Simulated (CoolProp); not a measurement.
Vapour-liquid equilibrium of propylene (1) + n-heptane (2) at 44.6 kPa; x and y are mole fractions of (1).

Model: multi-fluid Helmholtz-energy mixture model, Lemmon 2013 and Span 2003; pair parameters Bell 2016, in CoolProp.

| x | bubble temperature (°C) | y at the bubble point | dew temperature at overall composition x (°C) | liquid density (mol/L) |
|---|---|---|---|---|
| 0.05 | 14.7 | 0.922 | 71.3 | 7.054 |
| 0.15 | -25.7 | 0.995 | 68.1 | 7.831 |
| 0.25 | -41.0 | 0.999 | 64.7 | 8.458 |
| 0.35 | -49.1 | 1.000 | 60.9 | 9.081 |
| 0.45 | -53.9 | 1.000 | 56.5 | 9.738 |
| 0.55 | -56.8 | 1.000 | 51.5 | 10.45 |
| 0.65 | -58.8 | 1.000 | 45.6 | 11.24 |
| 0.75 | -60.3 | 1.000 | 37.9 | 12.13 |
| 0.85 | -61.7 | 1.000 | 27.2 | 13.14 |
| 0.95 | -63.3 | 1.000 | 7.0 | 14.31 |

No azeotrope shows between x = 0.05 and 0.95.

Pair parameters are fitted to limited data, so mixtures are less certain than the pure fluids. The gap from Raoult's law changes sign with composition, which may be real or a fault of the pair parameters; it wasn't checked against measurements.
